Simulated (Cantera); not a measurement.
A closed system holds: 1 mol Si, 1.8 mol HF, 28 mol H₂, equilibrated at 1000 Pa.

These are equilibrium values from Cantera (NASA tables, ideal gas, pure condensed phases), not measurements of a reactor. Candidate condensed phases: Si; 25 gas species. The tables' values for SiF₃ are old estimates; treat these amounts as uncertain. Kinetics and transport are ignored. All values below are at 1025 K.

Base state: H₂ 0.984, SiF₄ 0.0142, SiHF₃ 0.00133, SiF₃ 0.000118, SiH₂F₂ 6.55e-5, HF 3.38e-5 (mole fractions); condensed: Si(s).

### Question
What changes in the equilibrium state with this change: HF from 1.8 to 4.5 mol?

### Answer
| species | before | after |
|---|---|---|
| H₂ | 0.984 | 0.952 |
| SiF₄ | 0.0142 | 0.0317 |
| HF | 3.38e-5 | 0.0159 |
| SiH₂F₂ | 6.55e-5 | <1e-9 |
| SiHF₃ | 0.00133 | 6.13e-6 |
| SiF₃ | 0.000118 | 5.51e-7 |
| Si(s), mol | 0.539 | 0 |
